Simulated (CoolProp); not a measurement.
The fluid at 298.15 K and 0.0701 MPa is compressed adiabatically to 0.474 MPa with isentropic efficiency 0.9. The same conditions are run with several fluids, on thermodynamics alone (safety and materials aside).

Values from CoolProp's reference Helmholtz-energy equation of state of each fluid (carbonyl sulfide: Lemmon 2006; R13: Platzer 1990; vinyl chloride: Thol 2022; ethane: Bücker 2006; ammonia: Gao 2020). The equations of Platzer and Polt are older, rougher fits.

```json
[
 {"fluid": "carbonyl sulfide", "work (kJ/kg)": "105", "final temperature (K)": "442.0", "final density (kg/m³)": "7.87"},
 {"fluid": "R13", "work (kJ/kg)": "56.0", "final temperature (K)": "382.0", "final density (kg/m³)": "15.9"},
 {"fluid": "vinyl chloride", "work (kJ/kg)": "95.2", "final temperature (K)": "402.3", "final density (kg/m³)": "9.16"},
 {"fluid": "ethane", "work (kJ/kg)": "201", "final temperature (K)": "402.4", "final density (kg/m³)": "4.32"},
 {"fluid": "ammonia", "work (kJ/kg)": "383", "final temperature (K)": "470.5", "final density (kg/m³)": "2.08"}
]
```
